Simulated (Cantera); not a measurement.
A closed system holds: 1 mol Si, 0.056 mol CO2, 9.2 mol CO, at 1300 K and 0.323 Torr.

These are equilibrium values from Cantera (NASA tables, ideal gas, pure condensed phases), not measurements of a reactor. Candidate condensed phases: C, Si, SiC, SiO2; 20 gas species. Mutual solubility and eutectic melting of coexisting phases are not modelled. The tables hold silica as quartz up to 1696 K and as liquid above; real silica turns to tridymite and cristobalite and melts near 1996 K. The numbers say what is thermodynamically allowed, not how fast it happens.

Base state: CO 0.999, SiO 0.00105 (mole fractions); condensed: SiC(s) + SiO2(β-quartz).

What changes in the equilibrium state with this change: CO2 from 0.056 to 12 mol?


| species | before | after |
|---|---|---|
| CO | 0.999 | 0.528 |
| CO2 | 2.64e-6 | 0.472 |
| SiO | 0.00105 | 3.11e-9 |
| SiC(s), mol | 0.645 | 0 |
| SiO2(β-quartz), mol | 0.346 | 1.00 |

What changes in the equilibrium state with this change: temperature from 1300 K to 975 K?


```json
[
 {"species": "CO", "before": "0.999", "after": "1.000"},
 {"species": "CO2", "before": "2.64e-6", "after": "0.000413"},
 {"species": "SiO", "before": "0.00105", "after": "<1e-9"},
 {"species": "SiC(s), mol", "before": "0.645", "after": "0"},
 {"species": "SiO2(β-quartz), mol", "before": "0.346", "after": "1.00"},
 {"species": "C(graphite), mol", "before": "0", "after": "1.95"}
]
```
